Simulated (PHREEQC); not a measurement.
Make-up at 25 °C: 74 mmol/kgw H2SO4, 94 mmol/kgw MnSO4, 0.051 mmol/kgw Fe2(SO4)3 and 20 mmol/kgw Ca(OH)2. Closed to the air; pH follows from the charge balance.

Equilibrium calculation in PHREEQC: ion-association model, wateq4f.dat.

**Question.** The ionic strength comes out as 0.298 mol/kgw. What activity coefficients do CaHSO4+, H+, Fe(SO4)2-, SO4-2, FeHSO4+2 get?

**Answer.** CaHSO4+ 0.73, H+ 0.78, Fe(SO4)2- 0.73, SO4-2 0.25, FeHSO4+2 0.29.

Precipitation was switched off in this run. Examples of supersaturated solids here: Gypsum. Others may be too. Species that the database lacks are ignored.
